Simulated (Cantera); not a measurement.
A perfectly stirred reactor is fed with 74.6 % CH4, 25.4 % CO2, at 660000 Pa; it is held at 1950 K, and followed from long to short residence time.

Model: GRI-Mech 3.0 (53 species, 325 reactions), integrated in Cantera. GRI-Mech 3.0 stops at C3 and has no aromatics, soot or wall deposition, so with more carbon than oxygen in the feed, carbon stays in small species such as C2H2 where larger ones or solid carbon would form.

x: mole fraction; the columns are a selection and need not sum to one.

```tsv
τ (s)	x CH4	x CO2	x OH	x H2O	x C2H
29	0.0214	8.84e-6	(withheld)	7.44e-5	1.01e-6
10	0.0214	2.41e-5	(withheld)	0.000200	1.01e-6
3.6	0.0215	6.54e-5	(withheld)	0.000540	1.02e-6
1.3	0.0219	0.000178	(withheld)	0.00146	1.02e-6
0.44	0.0229	0.000508	(withheld)	0.00415	1.04e-6
0.16	0.0254	0.00130	(withheld)	0.0104	1.07e-6
0.054	0.0313	0.00324	(withheld)	0.0251	1.16e-6
0.019	0.0426	0.00704	(withheld)	0.0489	1.30e-6
0.0067	0.0627	0.0144	(withheld)	0.0772	1.46e-6
0.0023	0.0983	0.0308	(withheld)	0.0969	1.57e-6
```

Q: Some entries are withheld; supply them.

A: 
- 29, x OH: 3.91e-9
- 10, x OH: 1.05e-8
- 3.6, x OH: 2.84e-8
- 1.3, x OH: 7.69e-8
- 0.44, x OH: 2.19e-7
- 0.16, x OH: 5.53e-7
- 0.054, x OH: 1.34e-6
- 0.019, x OH: 2.67e-6
- 0.0067, x OH: 4.34e-6
- 0.0023, x OH: 5.65e-6
